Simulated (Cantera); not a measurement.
Premixed flame

A freely propagating, adiabatic, planar premixed flame of CH₄ : O₂ : N₂ : H₂O = 1 : 1.67 : 6.27 : 0.16 (molar parts), equivalence ratio 1.2, unburnt at 575 K and 0.306 atm; mixture-averaged transport, grid criteria slope 0.08 and curve 0.16, no radiation.

Cantera simulation using GRI-Mech 3.0 (53 species, 325 reactions); the numbers are that mechanism's predictions, not measurements. Burning velocities carry a grid error of a few per cent, more on coarse grids.

| z (mm) | T (K) | u (m/s) | x CH₄ | x O₂ | x H₂O₂ | x H₂ | x HCN | x CH₃ |
|---|---|---|---|---|---|---|---|---|
| -2.91 | 575 | 1.37 | 0.110 | 0.183 | <1e-8 | 0.00143 | <1e-8 | 5.12e-8 |
| -1.94 | 577 | 1.38 | 0.109 | 0.183 | 9.00e-8 | 0.00447 | <1e-8 | 6.18e-7 |
| -1.45 | 584 | 1.40 | 0.108 | 0.182 | 4.90e-7 | 0.00859 | <1e-8 | 3.57e-6 |
| -0.969 | 643 | 1.56 | 0.103 | 0.177 | 2.33e-6 | 0.0172 | 1.04e-7 | 3.36e-5 |
| -0.485 | 1042 | 2.58 | 0.0735 | 0.144 | 4.49e-6 | 0.0323 | 1.63e-6 | 0.000934 |
| -0.242 | 1443 | 3.62 | 0.0400 | 0.101 | 3.46e-6 | 0.0400 | 4.59e-6 | 0.00389 |
| 0 | 1804 | 4.58 | 0.0106 | 0.0537 | 1.06e-6 | 0.0421 | 9.87e-6 | 0.00387 |
| 0.242 | 1968 | 5.00 | 0.00117 | 0.0246 | 2.00e-7 | 0.0373 | 1.12e-5 | 0.000827 |
| 0.485 | 2007 | 5.09 | 7.01e-5 | 0.0132 | 8.17e-8 | 0.0332 | 6.84e-6 | 6.45e-5 |
| 0.969 | 2028 | 5.13 | 2.54e-7 | 0.00795 | 7.16e-8 | 0.0323 | 1.74e-6 | 2.73e-7 |
| 1.94 | 2050 | 5.16 | <1e-8 | 0.00656 | 6.40e-8 | 0.0329 | 1.54e-7 | <1e-8 |
| 3.88 | 2079 | 5.23 | <1e-8 | 0.00571 | 5.53e-8 | 0.0325 | <1e-8 | <1e-8 |
| 7.75 | 2121 | 5.32 | <1e-8 | 0.00460 | 4.47e-8 | 0.0315 | <1e-8 | <1e-8 |
x: mole fraction of selected species; z is measured from the peak of heat release.

```yaml
laminar_burning_velocity: 137 cm/s
thermal_thickness: 0.969 mm
peak x(H₂O₂): 4.60e-6
peak x(H₂): 0.0424
peak x(HCN): 1.17e-5
peak x(CH₃): 0.00476
```
